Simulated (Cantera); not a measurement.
An isothermal, constant-pressure homogeneous reactor starts with CO : O₂ : H₂O : N₂ = 0.011 : 0.02 : 0.016 : 1 (molar parts), at 1348 K and 1.70 bar.

Detailed kinetics in Cantera: GRI-Mech 3.0 (53 species, 325 reactions).

One state of this run: x CO = 7.43e-6; x O₂ = 0.0139; x H₂O = 0.0154; x NO₂ = 5.31e-9; x CO₂ = 0.0106; x NO = 5.09e-7; x N₂O = 8.35e-7. x: mole fraction; the columns are a selection and need not sum to one.

Q: Which value of t (s) does it belong to?
A) 5.66e-6
B) 0.00583
C) 0.0330
D) 3.21e-5

A: C, 0.0330
